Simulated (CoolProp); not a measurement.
Dimethyl ether along the isobar 1.82 MPa: Z from the reference equation and from simpler models built on Tc = 400.4 K, pc = 5.337 MPa, ω = 0.196; each cubic takes its own stable root.

Computed with CoolProp (reference Helmholtz-energy equation of state, Wu 2011).

```
T (K)   phase  reference  Redlich-Kwong  Soave-Redlich-Kwong  Peng-Robinson
-----  ------  ---------  -------------  -------------------  -------------
221.9  liquid    0.05886        0.06532              0.06425        0.05702
256    liquid    0.05421        0.06047              0.05908        0.05230
290.2  liquid    0.05136        0.05807              0.05635        0.04976
324.3  liquid    0.05030        0.05847              0.05630        0.04963
358.4     gas     0.7929         0.8156               0.8076         0.7936
392.6     gas     0.8575         0.8650               0.8640         0.8512
426.7     gas     0.8953         0.8975               0.9004         0.8887
460.8     gas     0.9201         0.9202               0.9256         0.9149
495       gas     0.9377         0.9369               0.9439         0.9340
```
